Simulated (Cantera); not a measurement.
**Ignition delay**

Mixture: CH4 : CO : O2 : N2 = 1 : 1.4 : 6.28 : 23.6 (molar parts), equivalence ratio 0.43, at 22.0 bar, adiabatic and at constant volume. Ignition delay is the time to a rise of 400 K.

Detailed kinetics in Cantera: GRI-Mech 3.0 (53 species, 325 reactions). The pressure lies above the range GRI-Mech 3.0 was tuned for (to about 10 atm).

| T0 (K) | delay (ms) |
|---|---|
| 1175 | 2.99 |
| 1250 | 1.02 |
| 1325 | 0.396 |
| 1400 | 0.171 |
| 1475 | 0.0812 |
| 1550 | 0.0419 |
| 1625 | 0.0232 |

The apparent activation energy between 1475 and 1625 K is 170 kJ/mol.
